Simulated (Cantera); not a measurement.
## Hydrocarbon pyrolysis for carbon deposition

An isothermal, constant-pressure homogeneous reactor starts with C₃H₈ : H₂ = 1 : 5.5 (molar parts), at 1650 K and 260 Pa.

Computed with Cantera and GRI-Mech 3.0 (53 species, 325 reactions). GRI-Mech 3.0 was tuned for natural gas; its chemistry of propane as a main component is partial and can be far from experiment. GRI-Mech 3.0 stops at C3 and has no aromatics, soot or wall deposition, so with more carbon than oxygen in the feed, carbon stays in small species such as C2H2 where larger ones or solid carbon would form. Radical loss at walls, strong at low pressure, is not modelled.

```
t (s)       x C₃H₈   x H₂     x C₂H    x C₂H₆     x CH₄    x C₂H₂    x C₂H₄
--------  --------  -----  --------  --------  --------  --------  --------
2.00e-6      0.154  0.846    <1e-12   1.69e-7   4.49e-7  1.96e-12   9.63e-7
7.96e-6      0.153  0.846    <1e-12   2.63e-6   7.05e-6  1.24e-10   1.54e-5
3.17e-5      0.151  0.844    <1e-12   3.88e-5  0.000110   9.83e-9  0.000274
0.000126     0.140  0.836  8.55e-12  0.000443   0.00191   2.33e-6   0.00500
0.000502    0.0817  0.788   8.96e-9   0.00217    0.0324  0.000585    0.0448
0.00200   0.000420  0.724   1.46e-6  0.000779     0.125    0.0355    0.0760
0.00796    1.53e-7  0.744   1.08e-6  0.000139     0.130    0.0811    0.0335
0.0317     2.23e-8  0.756   6.18e-7   4.65e-5     0.124     0.105    0.0107
0.126      7.05e-9  0.765   4.72e-7   2.35e-5     0.114     0.116   0.00184
0.502      3.40e-9  0.781   4.99e-7   1.46e-5    0.0908     0.125  0.000839
2.00      6.62e-10  0.809   6.29e-7   4.82e-6    0.0482     0.141  0.000277
```
x: mole fraction; the columns are a selection and need not sum to one.

Equilibrium at this temperature and pressure: C₃H₈ <1e-12, H₂ 0.840, C₂H 1.35e-6, C₂H₆ 1.66e-10, CH₄ 0.000155, C₂H₂ 0.158, C₂H₄ 2.49e-5 (gas phase only).
